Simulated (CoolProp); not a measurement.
Vapour-liquid equilibrium of R152A (1) + methanol (2) at 0.0121 MPa; x and y are mole fractions of (1).

Values from CoolProp's multi-fluid Helmholtz-energy mixture model, Outcalt 1996 and de Reuck 1993; pair parameters Bell 2016.

| x | bubble temperature, mixture model (K) | bubble temperature, Raoult's law (K) | y, mixture model | y, Raoult's law |
|---|---|---|---|---|
| 0.05 | 228.7 | 265.2 | 0.989 | 0.811 |
| 0.125 | 218.4 | 247.0 | 0.996 | 0.953 |
| 0.2 | 216.2 | 237.7 | 0.997 | 0.980 |
| 0.275 | 215.6 | 231.6 | 0.997 | 0.990 |
| 0.35 | 215.5 | 227.2 | 0.997 | 0.994 |
| 0.425 | 215.5 | 223.7 | 0.997 | 0.996 |
| 0.5 | 215.3 | 220.9 | 0.997 | 0.997 |
| 0.575 | 214.9 | 218.6 | 0.997 | 0.998 |
| 0.65 | 214.3 | 216.6 | 0.998 | 0.999 |
| 0.725 | 213.6 | 214.8 | 0.998 | 0.999 |
| 0.8 | 212.7 | 213.3 | 0.998 | 1.000 |
| 0.875 | 211.7 | 211.9 | 0.999 | 1.000 |
| 0.95 | 210.6 | 210.6 | 1.000 | 1.000 |

The largest gap from Raoult's law is -36.5 K in bubble temperature, at x = 0.05. No azeotrope shows between x = 0.05 and 0.95.

Pair parameters are fitted to limited data, so mixtures are less certain than the pure fluids. With so large a gap from Raoult's law the liquid may split in two, which this calculation doesn't test in full.
